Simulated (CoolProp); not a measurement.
Aqueous lithium chloride as a coolant, 13 % by mass, freezing at -18.4 °C, 1 atm.

Values from CoolProp's Melinder's fits for secondary coolants.

```tsv
T (°C)	Prandtl number	density (kg/m³)	conductivity (W/(m K))	viscosity (mPa s)
-2.3	18.8	1078	___	2.90
2.4	16.1	1077	0.541	2.50
7.1	13.9	___	0.548	2.18
11.8	12.2	1075	0.555	1.93
16.5	10.8	1074	0.562	1.72
21.2	9.58	1073	0.569	___
25.9	8.58	1072	0.575	___
30.5	7.73	1070	0.582	1.26
35.2	___	1069	0.589	1.15
```

Fill in the missing entries.


- -2.3, conductivity (W/(m K)): 0.534
- 7.1, density (kg/m³): 1076
- 21.2, viscosity (mPa s): 1.54
- 25.9, viscosity (mPa s): 1.39
- 35.2, Prandtl number: 6.97
